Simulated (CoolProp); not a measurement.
Vapour-liquid equilibrium of R125 (1) + fluoroethane (R161) (2) at 1240 kPa; x and y are mole fractions of (1).

Values from CoolProp's multi-fluid Helmholtz-energy mixture model, Lemmon 2005 and Wu 2012; pair parameters Bell 2016.

Q: Give the bubble temperature and the first vapour's composition at x = 0.275, 0.425, 0.8. Is there an azeotrope?

A: x = 0.275: 304.8 K, y = 0.345; x = 0.425: 301.9 K, y = 0.511; x = 0.8: 296.1 K, y = 0.840. No azeotrope shows between x = 0.05 and 0.95.

Pair parameters are fitted to limited data, so mixtures are less certain than the pure fluids. The gap from Raoult's law changes sign with composition, which may be real or a fault of the pair parameters; it wasn't checked against measurements.
